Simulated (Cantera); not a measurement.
**Reactions in the system H-N-O-Zr**

Standard-state values (1 bar) from the NASA 1993 polynomials, evaluated with Cantera. Values are per mole of reaction as written; species without (g) are pure solids or liquids, kept so even where they would boil at 1 bar. ZrN: taken at fixed stoichiometry.

9 OH(g) + 4 ZrN = NO(g) + 4 ZrO2 + 3 NH3(g)

```json
[
 {"T (K)": "350", "ΔH° (kJ)": "-3332.8", "ΔS° (J/K)": "-828.8", "ΔG° (kJ)": "-3042.7", "log10 K": "454.09"},
 {"T (K)": "400", "ΔH° (kJ)": "-3335.2", "ΔS° (J/K)": "-835.3", "ΔG° (kJ)": "-3001.1", "log10 K": "391.89"},
 {"T (K)": "450", "ΔH° (kJ)": "-3337.1", "ΔS° (J/K)": "-839.9", "ΔG° (kJ)": "-2959.2", "log10 K": "343.49"},
 {"T (K)": "500", "ΔH° (kJ)": "-3338.6", "ΔS° (J/K)": "-843.0", "ΔG° (kJ)": "-2917.1", "log10 K": "304.75"},
 {"T (K)": "550", "ΔH° (kJ)": "-3339.7", "ΔS° (J/K)": "-845.1", "ΔG° (kJ)": "-2874.9", "log10 K": "273.03"},
 {"T (K)": "600", "ΔH° (kJ)": "-3340.5", "ΔS° (J/K)": "-846.5", "ΔG° (kJ)": "-2832.6", "log10 K": "246.60"},
 {"T (K)": "650", "ΔH° (kJ)": "-3341.1", "ΔS° (J/K)": "-847.4", "ΔG° (kJ)": "-2790.3", "log10 K": "224.23"}
]
```

ZrO2(g) + 3 H(g) + NO(g) = ZrN + 3 OH(g)

```csv
T (K),ΔH° (kJ),ΔS° (J/K),ΔG° (kJ),log10 K
350,-706.7,-239.8,-622.8,92.94
400,-707.1,-240.9,-610.7,79.75
450,-707.6,-242.0,-598.7,69.49
500,-708.0,-242.9,-586.6,61.28
550,-708.5,-243.8,-574.4,54.55
600,-708.9,-244.6,-562.2,48.94
650,-709.4,-245.4,-549.9,44.19
```
